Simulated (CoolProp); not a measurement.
Vapour-liquid equilibrium of toluene (1) + n-decane (2) at 1.35 bar; x and y are mole fractions of (1).

Model: multi-fluid Helmholtz-energy mixture model, Lemmon 2006 and Lemmon 2006; pair parameters Bell 2016, in CoolProp.

```json
[
 {"x": "0.05", "bubble temperature (K)": "452.8", "y at the bubble point": "0.171", "dew temperature at overall composition x (K)": "457.2", "liquid density (mol/L)": "4.310"},
 {"x": "0.15", "bubble temperature (K)": "441.5", "y at the bubble point": "0.436", "dew temperature at overall composition x (K)": "453.6", "liquid density (mol/L)": "4.607"},
 {"x": "0.25", "bubble temperature (K)": "431.6", "y at the bubble point": "0.614", "dew temperature at overall composition x (K)": "449.7", "liquid density (mol/L)": "4.919"},
 {"x": "0.35", "bubble temperature (K)": "423.4", "y at the bubble point": "0.732", "dew temperature at overall composition x (K)": "445.5", "liquid density (mol/L)": "5.250"},
 {"x": "0.45", "bubble temperature (K)": "416.7", "y at the bubble point": "0.811", "dew temperature at overall composition x (K)": "440.8", "liquid density (mol/L)": "5.604"},
 {"x": "0.55", "bubble temperature (K)": "411.2", "y at the bubble point": "0.867", "dew temperature at overall composition x (K)": "435.5", "liquid density (mol/L)": "5.988"},
 {"x": "0.65", "bubble temperature (K)": "406.6", "y at the bubble point": "0.907", "dew temperature at overall composition x (K)": "429.3", "liquid density (mol/L)": "6.409"},
 {"x": "0.75", "bubble temperature (K)": "402.6", "y at the bubble point": "0.939", "dew temperature at overall composition x (K)": "422.0", "liquid density (mol/L)": "6.878"},
 {"x": "0.85", "bubble temperature (K)": "399.0", "y at the bubble point": "0.966", "dew temperature at overall composition x (K)": "412.9", "liquid density (mol/L)": "7.405"},
 {"x": "0.95", "bubble temperature (K)": "395.7", "y at the bubble point": "0.989", "dew temperature at overall composition x (K)": "401.2", "liquid density (mol/L)": "8.006"}
]
```

No azeotrope shows between x = 0.05 and 0.95.

Pair parameters are fitted to limited data, so mixtures are less certain than the pure fluids. The gap from Raoult's law changes sign with composition, which may be real or a fault of the pair parameters; it wasn't checked against measurements.
